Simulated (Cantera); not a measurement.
What does this Cantera script print?

```python
import numpy as np
import cantera as ct

gas = ct.Solution("gri30.yaml", transport_model="mixture-averaged")
show = ['H2O', 'CH3', 'H']

rows = []
print(f"{'T/K':>7s}{'rho':>11s}{'cp':>10s}{'mu':>11s}{'lambda':>11s}{'Pr':>7s}" + "".join(f"{'D_' + s:>11s}" for s in show))
for T in [400, 550, 700, 850, 1000, 1150, 1300, 1450]:
    gas.TPX = T, 500000, {'NO': 0.89}
    Pr = gas.cp_mass * gas.viscosity / gas.thermal_conductivity
    D = [gas.mix_diff_coeffs_mole[gas.species_index(s)] for s in show]
    rows.append([gas.density, gas.cp_mass, gas.viscosity, gas.thermal_conductivity, Pr, *D])
    print(f"{T:7g}{gas.density:11.4e}{gas.cp_mass:10.1f}{gas.viscosity:11.4e}"
          f"{gas.thermal_conductivity:11.4e}{Pr:7.3f}" + "".join(f"{d:11.4e}" for d in D))
print("SI units: kg/m3, J/kg/K, Pa s, W/m/K, m2/s")
```

Output:

```
    T/K        rho        cp         mu     lambda     Pr      D_H2O      D_CH3        D_H
    400 4.5111e+00     998.6 2.3120e-05 3.2415e-02  0.712 7.9219e-06 7.5068e-06 4.1160e-05
    550 3.2808e+00    1028.1 2.8863e-05 4.1984e-02  0.707 1.4362e-05 1.3025e-05 7.1427e-05
    700 2.5778e+00    1067.4 3.3953e-05 5.1279e-02  0.707 2.2229e-05 1.9637e-05 1.0769e-04
    850 2.1229e+00    1103.5 3.8609e-05 6.0168e-02  0.708 3.1368e-05 2.7245e-05 1.4943e-04
   1000 1.8044e+00    1132.7 4.2948e-05 6.8643e-02  0.709 4.1671e-05 3.5782e-05 1.9625e-04
   1150 1.5691e+00    1153.1 4.7043e-05 7.6728e-02  0.707 5.3054e-05 4.5195e-05 2.4788e-04
   1300 1.3880e+00    1170.7 5.0942e-05 8.4459e-02  0.706 6.5455e-05 5.5440e-05 3.0407e-04
   1450 1.2444e+00    1185.8 5.4678e-05 9.1868e-02  0.706 7.8826e-05 6.6484e-05 3.6465e-04
SI units: kg/m3, J/kg/K, Pa s, W/m/K, m2/s
```

Detailed kinetics in Cantera: GRI-Mech 3.0 (53 species, 325 reactions). The composition is frozen, though it would react at the higher temperatures.
